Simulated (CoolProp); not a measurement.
A single-stage vapour-compression cycle with R125: evaporating at 262.15 K (dew point), condensing at 312.15 K (bubble point), superheat 10 K, subcooling 0 K, compressor efficiency 0.8, no pressure losses. Each further row changes one setting.

Computed with CoolProp (reference Helmholtz-energy equation of state, Lemmon 2005).

| case | cooling COP | pressure ratio | discharge temperature (K) | refrigerating effect (kJ/kg) | volumetric capacity (kJ/m³) |
|---|---|---|---|---|---|
| as stated | ___ | 4.21 | 328.5 | 82.9 | 2290 |
| evaporating temperature 267.15 K | ___ | 3.55 | ___ | ___ | ___ |
| condensing temperature 307.15 K | 3.26 | 3.72 | 323.1 | 90.3 | 2500 |
| subcooling 5 K | 3.00 | 4.21 | 328.5 | ___ | 2500 |
| superheat 20 K | 2.84 | 4.21 | ___ | 91.1 | 2390 |
| compressor efficiency 0.7 | 2.40 | 4.21 | 332.4 | 82.9 | 2290 |

Problem. Fill in the missing entries.

Solution. 
- as stated, cooling COP: 2.75
- evaporating temperature 267.15 K, cooling COP: 3.22
- evaporating temperature 267.15 K, discharge temperature (K): 327.7
- evaporating temperature 267.15 K, refrigerating effect (kJ/kg): 85.6
- evaporating temperature 267.15 K, volumetric capacity (kJ/m³): 2790
- subcooling 5 K, refrigerating effect (kJ/kg): 90.5
- superheat 20 K, discharge temperature (K): 337.9
